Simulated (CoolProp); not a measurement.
Aqueous ethylene glycol as a coolant, 17 % by mass, freezing at -6.4 °C, 1 atm.

Computed with CoolProp (Melinder's fits for secondary coolants).

| T (°C) | conductivity (W/(m K)) | density (kg/m³) | viscosity (mPa s) | Prandtl number |
|---|---|---|---|---|
| -2.6 | 0.492 | 1025 | 3.19 | 25.4 |
| 1 | 0.497 | 1024 | 2.80 | 22.0 |
| 4.7 | 0.502 | 1024 | 2.46 | 19.2 |
| 8.3 | 0.507 | 1023 | 2.18 | 16.9 |
| 11.9 | 0.511 | 1022 | 1.95 | 15.0 |
| 15.6 | 0.516 | 1021 | 1.74 | 13.3 |
| 19.2 | 0.520 | 1020 | 1.57 | 11.9 |
| 22.9 | 0.524 | 1019 | 1.42 | 10.7 |
| 26.5 | 0.529 | 1018 | 1.29 | 9.65 |
| 30.2 | 0.533 | 1017 | 1.18 | 8.75 |
| 33.8 | 0.537 | 1015 | 1.08 | 7.99 |
| 37.5 | 0.541 | 1014 | 0.995 | 7.31 |
